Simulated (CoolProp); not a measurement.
Values from CoolProp's reference Helmholtz-energy equation of state, Lemmon 2016.

**Question.** For R365MFC, give the phase and the density (kg/m³), cp (kJ/(kg K)), cv (kJ/(kg K)), isothermal compressibility (1/MPa) at 27.05 °C and 18.1 MPa; 55.65 °C and 18.1 MPa; 198.35 °C and 18.1 MPa.

**Answer.** 
- 27.05 °C and 18.1 MPa: liquid; density 1290, cp 1.35, cv 1.04, isothermal compressibility 0.00146
- 55.65 °C and 18.1 MPa: liquid; density 1240, cp 1.40, cv 1.08, isothermal compressibility 0.00189
- 198.35 °C and 18.1 MPa: supercritical; density 946, cp 1.65, cv 1.29, isothermal compressibility 0.00851
